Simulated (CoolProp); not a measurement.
Vapour-liquid equilibrium of dimethyl ether (1) + ethanol (2) at 45.3 kPa; x and y are mole fractions of (1).

Values from CoolProp's multi-fluid Helmholtz-energy mixture model, Wu 2011 and Schroeder 2014; pair parameters Bell 2016.

**Question.** Give the bubble temperature and the first vapour's composition at x = 0.05, 0.2, 0.65. Is there an azeotrope?

**Answer.** x = 0.05: 291.1 K, y = 0.889; x = 0.2: 255.8 K, y = 0.992; x = 0.65: 237.2 K, y = 0.999. No azeotrope shows between x = 0.05 and 0.95.

The pair parameters rest on a limited set of measurements; away from them the model extrapolates. With so large a gap from Raoult's law the liquid may split in two, which this calculation doesn't test in full.
